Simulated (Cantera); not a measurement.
Input (Python, Cantera) and output of one run.

```python
import numpy as np
import cantera as ct

gas_names = [...]  # 95 gases of nasa_gas.yaml made of C, F, H
cond_names = """
    C(gr) C6H6(L) C7H8(L) C8H18(L),n-octa
""".split()


# ... load() reads the species with a 1 bar reference pressure and builds the phases ...
atoms = {
    'CH3F': {'C': 1, 'H': 3, 'F': 1},
}
top_T = {'C(gr)': 4500}  # K; cautious upper limits of use, not melting points


# ... equilibrate(T, P, feed) seeds the gas with the atoms and calls Mixture.equilibrate('TP', solver="vcs", rtol=1e-11, max_steps=5000) ...
results = []
feed = {'CH3F': 1}  # mol
P = 1600  # Pa
for T in [2548, 2623, 2698, 2773, 2848, 2923, 2998, 3073, 3148, 3223, 3298, 3373, 3448, 3523]:
    mix = equilibrate(T, P, feed)
    results.append((T, P, feed, dict(zip(mix.species_names, mix.species_moles))))
    x = sorted(zip(gas.X, gas.species_names), reverse=True)
    print(f"T = {T:g} K  P = {P:g} Pa  gas = {mix.phase_moles(0):.4g} mol")
    print("   x: " + "  ".join(f"{s} {v:.3e}" for v, s in x if v > 0.001))
    print("   condensed (mol): " + ("  ".join(f"{mix.phase(i).name} {mix.phase_moles(i):.4g}"
          for i in range(1, mix.n_phases) if mix.phase_moles(i) > 1e-12) or "none"))
```

Result:

```
T = 2548 K  P = 1600 Pa  gas = 2.164 mol
   x: HF 4.616e-01  H2 3.816e-01  H 1.510e-01  C2H2,acetylene 5.034e-03
   condensed (mol): C(gr) 0.9767
T = 2623 K  P = 1600 Pa  gas = 2.219 mol
   x: HF 4.498e-01  H2 3.466e-01  H 1.960e-01  C2H2,acetylene 6.142e-03
   condensed (mol): C(gr) 0.9693
T = 2698 K  P = 1600 Pa  gas = 2.286 mol
   x: HF 4.362e-01  H2 3.070e-01  H 2.470e-01  C2H2,acetylene 7.186e-03  F 1.183e-03
   condensed (mol): C(gr) 0.9592
T = 2773 K  P = 1600 Pa  gas = 2.365 mol
   x: HF 4.207e-01  H 3.020e-01  H2 2.641e-01  C2H2,acetylene 8.042e-03  F 1.909e-03  C3 1.411e-03  C2H 1.109e-03
   condensed (mol): C(gr) 0.9437
T = 2848 K  P = 1600 Pa  gas = 2.458 mol
   x: HF 4.036e-01  H 3.580e-01  H2 2.198e-01  C2H2,acetylene 8.585e-03  C3 3.526e-03  F 3.045e-03  C2H 1.909e-03
   condensed (mol): C(gr) 0.9162
T = 2923 K  P = 1600 Pa  gas = 2.566 mol
   x: H 4.111e-01  HF 3.844e-01  H2 1.762e-01  C2H2,acetylene 8.714e-03  C3 8.390e-03  F 4.810e-03  C2H 3.119e-03  C 1.493e-03
   condensed (mol): C(gr) 0.8613
T = 2998 K  P = 1600 Pa  gas = 2.7 mol
   x: H 4.563e-01  HF 3.619e-01  H2 1.353e-01  C3 1.909e-02  C2H2,acetylene 8.367e-03  F 7.529e-03  C2H 4.837e-03  C 3.108e-03  C2 1.938e-03
   condensed (mol): C(gr) 0.7446
T = 3073 K  P = 1600 Pa  gas = 2.886 mol
   x: H 4.870e-01  HF 3.333e-01  H2 9.823e-02  C3 4.165e-02  F 1.164e-02  C2H2,acetylene 7.513e-03  C2H 7.089e-03  C 6.239e-03  C2 4.293e-03  CF 1.561e-03
   condensed (mol): C(gr) 0.4887
T = 3148 K  P = 1600 Pa  gas = 3.16 mol
   x: H 4.978e-01  HF 2.961e-01  C3 8.033e-02  H2 6.684e-02  F 1.763e-02  C 1.178e-02  C2H 9.259e-03  C2 8.644e-03  C2H2,acetylene 5.914e-03  CF 2.654e-03  C5 2.130e-03
   condensed (mol): none
T = 3223 K  P = 1600 Pa  gas = 3.275 mol
   x: H 5.266e-01  HF 2.754e-01  C3 7.701e-02  H2 4.966e-02  F 2.634e-02  C 1.727e-02  C2 1.079e-02  C2H 7.924e-03  CF 3.543e-03  C2H2,acetylene 3.235e-03  C5 1.517e-03
   condensed (mol): none
T = 3298 K  P = 1600 Pa  gas = 3.392 mol
   x: H 5.491e-01  HF 2.518e-01  C3 7.191e-02  F 3.832e-02  H2 3.652e-02  C 2.466e-02  C2 1.309e-02  C2H 6.626e-03  CF 4.584e-03  C2H2,acetylene 1.745e-03  C5 1.048e-03
   condensed (mol): none
T = 3373 K  P = 1600 Pa  gas = 3.52 mol
   x: H 5.667e-01  HF 2.246e-01  C3 6.525e-02  F 5.374e-02  C 3.429e-02  H2 2.677e-02  C2 1.541e-02  CF 5.687e-03  C2H 5.422e-03
   condensed (mol): none
T = 3448 K  P = 1600 Pa  gas = 3.661 mol
   x: H 5.803e-01  HF 1.942e-01  F 7.212e-02  C3 5.727e-02  C 4.643e-02  H2 1.963e-02  C2 1.758e-02  CF 6.702e-03  C2H 4.339e-03
   condensed (mol): none
T = 3523 K  P = 1600 Pa  gas = 3.818 mol
   x: H 5.906e-01  HF 1.622e-01  F 9.223e-02  C 6.116e-02  C3 4.834e-02  C2 1.936e-02  H2 1.443e-02  CF 7.455e-03  C2H 3.385e-03
   condensed (mol): none
```

Cantera equilibrium calculation (NASA polynomials, part measured and part estimated; ideal gas, pure solids and liquids).
